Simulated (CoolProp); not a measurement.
Model: reference Helmholtz-energy equation of state, Thol 2021, in CoolProp.

### Question
For chlorine, give the phase and the density (kg/m³), cp (kJ/(kg K)) at 279.5 K and 8850 kPa; 301.8 K and 8850 kPa; 339.1 K and 8850 kPa.

### Answer
- 279.5 K and 8850 kPa: liquid; density 1470, cp 0.948
- 301.8 K and 8850 kPa: liquid; density 1400, cp 0.968
- 339.1 K and 8850 kPa: liquid; density 1290, cp 1.03
